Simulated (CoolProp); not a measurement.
Chlorine along the isotherm 353.6 K: density (kg/m³) from the reference equation and from simpler models built on Tc = 416.9 K, pc = 7.642 MPa, ω = 0.070; each cubic takes its own stable root.

Model: reference Helmholtz-energy equation of state, Thol 2021, in CoolProp.

```json
[
 {"p (MPa)": "0.0363", "phase": "gas", "reference": "0.8777", "van der Waals": "0.8773", "Redlich-Kwong": "0.8777", "Peng-Robinson": "0.8780"},
 {"p (MPa)": "0.0547", "phase": "gas", "reference": "1.324", "van der Waals": "1.323", "Redlich-Kwong": "1.324", "Peng-Robinson": "1.325"},
 {"p (MPa)": "0.0825", "phase": "gas", "reference": "2.001", "van der Waals": "1.999", "Redlich-Kwong": "2.001", "Peng-Robinson": "2.003"},
 {"p (MPa)": "0.124", "phase": "gas", "reference": "3.017", "van der Waals": "3.012", "Redlich-Kwong": "3.017", "Peng-Robinson": "3.020"},
 {"p (MPa)": "0.188", "phase": "gas", "reference": "4.596", "van der Waals": "4.584", "Redlich-Kwong": "4.596", "Peng-Robinson": "4.602"},
 {"p (MPa)": "0.283", "phase": "gas", "reference": "6.967", "van der Waals": "6.940", "Redlich-Kwong": "6.968", "Peng-Robinson": "6.981"},
 {"p (MPa)": "0.427", "phase": "gas", "reference": "10.63", "van der Waals": "10.56", "Redlich-Kwong": "10.63", "Peng-Robinson": "10.66"},
 {"p (MPa)": "0.645", "phase": "gas", "reference": "16.33", "van der Waals": "16.18", "Redlich-Kwong": "16.33", "Peng-Robinson": "16.40"},
 {"p (MPa)": "0.973", "phase": "gas", "reference": "25.33", "van der Waals": "24.94", "Redlich-Kwong": "25.32", "Peng-Robinson": "25.49"},
 {"p (MPa)": "1.47", "phase": "gas", "reference": "40.11", "van der Waals": "39.04", "Redlich-Kwong": "40.03", "Peng-Robinson": "40.47"},
 {"p (MPa)": "2.21", "phase": "gas", "reference": "65.68", "van der Waals": "62.41", "Redlich-Kwong": "65.22", "Peng-Robinson": "66.42"},
 {"p (MPa)": "3.34", "phase": "liquid", "reference": "1202", "van der Waals": "106.9", "Redlich-Kwong": "1054", "Peng-Robinson": "1206"},
 {"p (MPa)": "5.04", "phase": "liquid", "reference": "1213", "van der Waals": "772.3", "Redlich-Kwong": "1074", "Peng-Robinson": "1226"},
 {"p (MPa)": "7.6", "phase": "liquid", "reference": "1229", "van der Waals": "799.8", "Redlich-Kwong": "1099", "Peng-Robinson": "1251"},
 {"p (MPa)": "11.5", "phase": "liquid", "reference": "1250", "van der Waals": "830.4", "Redlich-Kwong": "1131", "Peng-Robinson": "1283"}
]
```

At some of these states van der Waals gives the other phase, because its saturation line lies elsewhere.
